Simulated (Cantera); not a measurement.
Charge: 1 mol SiH₄, 1.4 mol CH₄, 1900 mol H₂, equilibrated at 0.00240 bar.

These are equilibrium values from Cantera (NASA tables, ideal gas, pure condensed phases), not measurements of a reactor. Candidate condensed phases: C, C₆H₆, C₇H₈, C₈H₁₈, Si, SiC; 87 gas species. The numbers say what is thermodynamically allowed, not how fast it happens.

log p: log10 of the partial pressure in bar; n: condensed amount in mol.

```json
[
 {"T (K)": "1298", "log p H₂": "-2.62", "log p H": "-7.28", "log p Si": "-12.92", "log p C₂H₂ (acetylene)": "-8.87", "log p CH₄": "-7.34", "log p SiH": "-13.31", "log p Si₂C": "<-14", "n C(graphite)": "0.361", "n SiC(s)": "1.000"},
 {"T (K)": "1398", "log p H₂": "-2.62", "log p H": "…", "log p Si": "…", "log p C₂H₂ (acetylene)": "…", "log p CH₄": "…", "log p SiH": "…", "log p Si₂C": "<-14", "n C(graphite)": "0.371", "n SiC(s)": "1.000"},
 {"T (K)": "1498", "log p H₂": "-2.62", "log p H": "-6.07", "log p Si": "-10.14", "log p C₂H₂ (acetylene)": "-7.67", "log p CH₄": "-7.83", "log p SiH": "-10.94", "log p Si₂C": "-12.96", "n C(graphite)": "0.355", "n SiC(s)": "1.000"},
 {"T (K)": "1598", "log p H₂": "-2.62", "log p H": "-5.58", "log p Si": "-9.01", "log p C₂H₂ (acetylene)": "-7.19", "log p CH₄": "-8.02", "log p SiH": "-9.98", "log p Si₂C": "-11.51", "n C(graphite)": "0.291", "n SiC(s)": "0.999"},
 {"T (K)": "1698", "log p H₂": "-2.62", "log p H": "-5.15", "log p Si": "-8.02", "log p C₂H₂ (acetylene)": "-6.76", "log p CH₄": "-8.20", "log p SiH": "-9.13", "log p Si₂C": "-10.24", "n C(graphite)": "0.129", "n SiC(s)": "0.991"},
 {"T (K)": "1798", "log p H₂": "-2.62", "log p H": "…", "log p Si": "…", "log p C₂H₂ (acetylene)": "…", "log p CH₄": "…", "log p SiH": "…", "log p Si₂C": "…", "n C(graphite)": "0", "n SiC(s)": "0.923"},
 {"T (K)": "1898", "log p H₂": "-2.63", "log p H": "-4.42", "log p Si": "-6.24", "log p C₂H₂ (acetylene)": "-6.26", "log p CH₄": "-8.61", "log p SiH": "-7.61", "log p Si₂C": "-8.00", "n C(graphite)": "0", "n SiC(s)": "0.492"}
]
```

Q: Fill in the missing entries.

A: 
- 1798, log p H: -4.76
- 1798, log p Si: -7.06
- 1798, log p C₂H₂ (acetylene): -6.53
- 1798, log p CH₄: -8.43
- 1798, log p SiH: -8.31
- 1798, log p Si₂C: -9.04
- 1398, log p H: -6.63
- 1398, log p Si: -11.43
- 1398, log p C₂H₂ (acetylene): -8.23
- 1398, log p CH₄: -7.60
- 1398, log p SiH: -12.04
